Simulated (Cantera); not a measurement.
Cantera run:

```python
import numpy as np
import cantera as ct

gas_names = """
    B BCL BCL2 BCL3 BH BH2 BH3 BN B2 CL CL2 H HCL H2 N NH NH2 NH3 N2 N2H2 N2H4
""".split()
cond_names = """
    B(b) B(L) BN(s) NH4CL(a) NH4CL(b)
""".split()


# ... load() reads the species with a 1 bar reference pressure and builds the phases ...
atoms = {
    'BCl3': {'B': 1, 'CL': 3},
    'N2': {'N': 2},
    'H2': {'H': 2},
}
top_T = {'BN(s)': 3200}  # K; cautious upper limits of use, not melting points


# ... equilibrate(T, P, feed) seeds the gas with the atoms and calls Mixture.equilibrate('TP', solver="vcs", rtol=1e-11, max_steps=5000) ...
results = []
feed = {'BCl3': 1, 'N2': 14, 'H2': 17}  # mol
P = 27  # Pa
for T in [823, 898, 973, 1048, 1123, 1198, 1273, 1348, 1423, 1498, 1573, 1648, 1723]:
    mix = equilibrate(T, P, feed)
    results.append((T, P, feed, dict(zip(mix.species_names, mix.species_moles))))

top = {s: max(r[3][s] / sum(r[3][g] for g in gas_names) for r in results) for s in gas_names}
cols = sorted((s for s in top if top[s] > 1e-06), key=lambda s: -top[s])[:6]
seen = [c for c in cond_names if any(r[3].get(c, 0) > 1e-12 for r in results)]
print("log10 of partial pressures in bar; condensed amounts in mol")
print(f"{'T/K':>10s}" + "".join(f"{s[:9]:>10s}" for s in cols + seen))
for T, P, feed, n in results:
    ng = sum(n[g] for g in gas_names)
    print(f"{T:10.4g}" + "".join(f"{np.log10(max(n[s] / ng * P / 1e5, 1e-99)):10.3f}" for s in cols)
          + "".join(f"{n.get(c, 0):10.4g}" for c in seen))
```

Result:

```
log10 of partial pressures in bar; condensed amounts in mol
       T/K        H2        N2       HCL         H       BCL        CL     BN(s)
       823    -3.883    -3.943    -4.597   -13.076   -22.305   -13.781         1
       898    -3.883    -3.943    -4.597   -11.903   -19.731   -12.626         1
       973    -3.883    -3.943    -4.597   -10.908   -17.556   -11.647         1
      1048    -3.883    -3.943    -4.597   -10.054   -15.694   -10.807         1
      1123    -3.883    -3.943    -4.597    -9.312   -14.083   -10.077         1
      1198    -3.883    -3.943    -4.597    -8.663   -12.675    -9.438         1
      1273    -3.883    -3.943    -4.597    -8.089   -11.436    -8.873         1
      1348    -3.884    -3.943    -4.597    -7.577   -10.336    -8.370         1
      1423    -3.884    -3.944    -4.597    -7.119    -9.353    -7.919    0.9999
      1498    -3.884    -3.944    -4.597    -6.707    -8.471    -7.514    0.9995
      1573    -3.885    -3.944    -4.599    -6.333    -7.675    -7.147    0.9974
      1648    -3.886    -3.944    -4.602    -5.993    -6.955    -6.815    0.9864
      1723    -3.888    -3.945    -4.614    -5.683    -6.305    -6.520    0.9399
```

Equilibrium computed with Cantera from the NASA thermochemical tables; the gas is ideal and each condensed phase is pure. N2 is the only nitrogen source here; it is nearly inert below about 1500 K, so the nitride shown seldom forms there in practice. The tables' values for BCl, BCl2 are old estimates; treat these amounts as uncertain.
